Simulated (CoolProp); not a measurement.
Vapour-liquid equilibrium of R143a (1) + R1234yf (2) at 0.475 bar; x and y are mole fractions of (1).

Values from CoolProp's multi-fluid Helmholtz-energy mixture model, Lemmon and Jacobsen 2000 and Lemmon 2022; pair parameters Bell 2016.

```
x     bubble temperature (K)  y at the bubble point  dew temperature at overall composition x (K)  liquid density (mol/L)
----  ----------------------  ---------------------  --------------------------------------------  ----------------------
0.05                   226.3                    ___                                         227.2                   11.59
0.2                      ___                  0.385                                         225.2                   11.99
0.35                   219.6                  0.569                                         223.1                   12.39
0.5                    217.2                  0.705                                         220.7                   12.81
0.65                   215.1                  0.812                                         218.2                   13.25
0.8                    213.3                  0.901                                         215.3                   13.70
0.95                     ___                  0.977                                           ___                   14.18
```

Task: Some entries are withheld; supply them.

Result: 
- 0.05, y at the bubble point: 0.118
- 0.2, bubble temperature (K): 222.5
- 0.95, bubble temperature (K): 211.6
- 0.95, dew temperature at overall composition x (K): 212.2

No azeotrope shows between x = 0.05 and 0.95.

Pair parameters are fitted to limited data, so mixtures are less certain than the pure fluids.
